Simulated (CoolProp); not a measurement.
Vapour-liquid equilibrium of m-xylene (1) + n-decane (2) at 3.89 bar; x and y are mole fractions of (1).

The numbers come from the multi-fluid Helmholtz-energy mixture model, Zhou 2012 and Lemmon 2006; pair parameters Bell 2016 in CoolProp.

| x | bubble temperature (K) | y at the bubble point | dew temperature at overall composition x (K) | liquid density (mol/L) |
|---|---|---|---|---|
| 0.05 | 506.3 | 0.088 | 507.4 | 3.900 |
| 0.15 | 501.3 | 0.246 | 504.3 | 4.101 |
| 0.25 | 496.7 | 0.382 | 501.1 | 4.314 |
| 0.35 | 492.5 | 0.500 | 497.8 | 4.541 |
| 0.45 | 488.6 | 0.604 | 494.3 | 4.784 |
| 0.55 | 484.9 | 0.696 | 490.7 | 5.046 |
| 0.65 | 481.4 | 0.778 | 486.8 | 5.328 |
| 0.75 | 478.1 | 0.851 | 482.7 | 5.634 |
| 0.85 | 475.0 | 0.916 | 478.2 | 5.968 |
| 0.95 | 472.0 | 0.974 | 473.3 | 6.332 |

No azeotrope shows between x = 0.05 and 0.95.

Pair parameters are fitted to limited data, so mixtures are less certain than the pure fluids.
